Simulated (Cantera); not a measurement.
Feed: 1 mol SiO2, 1 mol C, 19 mol H2, at 2175 K and 13300 Pa.

Equilibrium computed with Cantera from the NASA thermochemical tables; the gas is ideal and each condensed phase is pure. Candidate condensed phases: C, C6H6, C7H8, C8H18, H2O, Si, SiC, SiO2; 123 gas species. Rates play no part.

Base state: H2 0.893, CO 0.0473, SiO 0.0472, H 0.0126, H2O 8.35e-5, Si 6.63e-5, SiH 1.06e-5 (mole fractions); condensed: gas only.

**Question.** What changes in the equilibrium state with this change: pressure from 13300 Pa to 1000 Pa?

**Answer.** 
```
species   before    after
-------  -------  -------
H2         0.893    0.862
CO        0.0473   0.0465
SiO       0.0472   0.0465
H         0.0126   0.0453
SiH      1.06e-5  3.08e-6
H2O      8.35e-5  7.37e-5
Si       6.63e-5  7.14e-5
```

**Question.** What changes in the equilibrium state with this change: C from 1 to 0.33 mol?

**Answer.** 
```
species   before    after
-------  -------  -------
H2         0.893    0.890
SiO       0.0472   0.0489
H2O      8.35e-5   0.0326
CO        0.0473   0.0160
H         0.0126   0.0126
OH       1.59e-7  6.20e-5
SiH      1.06e-5  2.81e-8
Si       6.63e-5  1.75e-7
```
